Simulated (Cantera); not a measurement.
A closed system holds: 1 mol SiC, 0.016 mol N2O, 1.4 mol H2, held at 5.30 Pa.

Equilibrium computed with Cantera from the NASA thermochemical tables; the gas is ideal and each condensed phase is pure. Candidate condensed phases: C, C6H6, C7H8, C8H18, H2O, Si, SiC, SiO2, Si2N2O, Si3N4; 151 gas species. Mutual solubility and eutectic melting of coexisting phases are not modelled. Rates play no part.

Task: Which condensed phases are stable at each of these points (T (K)): 1000, 1100, 1200, 1300, 1400, 1500, 1600, 1700, 1800, 1900, 2000?

Result: 
```
T (K)                  condensed phases  Si condensed (%)
-----  --------------------------------  ----------------
1000   C(graphite) + SiC(s) + Si2N2O(s)             100.0
1100   C(graphite) + SiC(s) + Si2N2O(s)             100.0
1200                 SiC(s) + Si2N2O(s)             100.0
1300                 SiC(s) + Si2N2O(s)              99.8
1400                             SiC(s)              99.2
1500                             SiC(s)              99.2
1600                             SiC(s)              99.2
1700                             SiC(s)              99.0
1800                             SiC(s)              98.6
1900                             SiC(s)              98.2
2000               C(graphite) + SiC(s)              91.7
```

From 1000 K to 1100 K the condensed part is C(graphite) + SiC(s) + Si2N2O(s). From 1200 K to 1300 K the condensed part is SiC(s) + Si2N2O(s). From 1400 K to 1900 K the condensed part is SiC(s). At 2000 K the condensed part is C(graphite) + SiC(s).
